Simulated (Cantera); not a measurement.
A closed system holds: 1 mol C2H5OH, 1.1 mol CO2, 0.7 mol H2, equilibrated at 20.0 mbar.

Method: chemical equilibrium by Gibbs-energy minimisation in Cantera with the NASA 1993 tables (ideal gas, pure condensed phases). Candidate condensed phases: C, C6H6, C7H8, C8H18, H2O; 110 gas species. Equilibrium is a limit: real reactors are often held back by kinetics, nucleation or transport.

### Question
At 1323 K, list the 4 most abundant gas species with their mole fractions, and the condensed phases.

### Answer
H2 0.534, CO 0.451, H2O 0.0101, CO2 0.00460. Condensed: gas only.
